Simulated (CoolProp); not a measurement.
Vapour-liquid equilibrium of cyclohexane (1) + dimethyl carbonate (2) at 0.219 MPa; x and y are mole fractions of (1).

Values from CoolProp's multi-fluid Helmholtz-energy mixture model, Zhou 2014 and Zhou 2011; pair parameters Bell 2016.

```csv
x,"bubble temperature, mixture model (K)","bubble temperature, Raoult's law (K)","y, mixture model","y, Raoult's law"
0.05,384.9,389.1,0.155,0.060
0.125,380.2,388.6,0.304,0.147
0.2,377.2,388.0,0.397,0.233
0.275,375.4,387.4,0.458,0.315
0.35,374.2,386.8,0.501,0.396
0.425,373.6,386.3,0.535,0.474
0.5,373.2,385.7,0.563,0.550
0.575,373.0,385.1,0.590,0.623
0.65,373.0,384.5,0.619,0.695
0.725,373.4,384.0,0.654,0.764
0.8,374.1,383.4,0.701,0.831
0.875,375.6,382.8,0.770,0.896
0.95,378.6,382.3,0.881,0.959
```

The largest gap from Raoult's law is -12.7 K in bubble temperature, at x = 0.425. y crosses x between x = 0.575 and 0.65: the model has an azeotrope there.

Pair parameters are fitted to limited data, so mixtures are less certain than the pure fluids.
